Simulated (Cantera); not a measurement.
Feed: 1 mol CH₃Cl, 0.041 mol Si, equilibrated at 1752 °C and 0.570 Torr.

These are equilibrium values from Cantera (NASA tables, ideal gas, pure condensed phases), not measurements of a reactor. Candidate condensed phases: C, C₆H₆, C₇H₈, C₈H₁₈, Si, SiC; 109 gas species. The tables' values for SiCl, SiCl₃ are old estimates; treat these amounts as uncertain. The numbers say what is thermodynamically allowed, not how fast it happens.

Base state: H₂ 0.487, HCl 0.413, H 0.0487, Cl 0.0307, SiCl₂ 0.0171, Si 0.00161, SiCl 0.000694, C₂H₂ (acetylene) 0.000441 (mole fractions); condensed: C(graphite).

**Question.** What changes in the equilibrium state with this change: Si from 0.041 to 1.3 mol?

**Answer.** 
```
species             before     after
----------------  --------  --------
H₂                   0.487     0.551
HCl                  0.413     0.241
SiCl₂               0.0171    0.0994
Si                 0.00161    0.0309
Cl                  0.0307    0.0169
H                   0.0487    0.0518
Si₃                1.66e-9   1.18e-5
Si₂                3.73e-7  0.000137
Si₂C               1.72e-5  0.000941
C₂H₂ (acetylene)  0.000441   1.10e-5
C(graphite), mol     0.998         0
SiC(s), mol              0     0.998
```
Gases not in the tables: Si₂H₆ and higher silanes.
